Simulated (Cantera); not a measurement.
Feed: 1 mol CaCl2, 0.088 mol O2, 17 mol H2, at 1248.15 K and 0.180 bar.

These are equilibrium values from Cantera (NASA tables, ideal gas, pure condensed phases), not measurements of a reactor. Candidate condensed phases: Ca, CaCl2, CaO, Ca(OH)2, H2O; 21 gas species. Mutual solubility and eutectic melting of coexisting phases are not modelled. Condensed phases not in the tables: oxide chlorides. Rates play no part.

Base state: H2 0.987, H2O 0.00812, HCl 0.00441, CaCl2 0.000112 (mole fractions); condensed: CaCl2(l) + CaO(s).

Problem. What changes in the equilibrium state with this change: pressure from 0.180 bar to 0.390 Pa?

Solution. 
```json
[
 {"species": "H2", "before": "0.987", "after": "0.934"},
 {"species": "CaCl2", "before": "0.000112", "after": "0.0461"},
 {"species": "HCl", "before": "0.00441", "after": "0.0188"},
 {"species": "CaCl", "before": "<1e-9", "after": "1.17e-5"},
 {"species": "H", "before": "1.10e-6", "after": "0.000229"},
 {"species": "CaCl2(l), mol", "before": "0.961", "after": "0"},
 {"species": "CaO(s), mol", "before": "0.0376", "after": "0.169"}
]
```
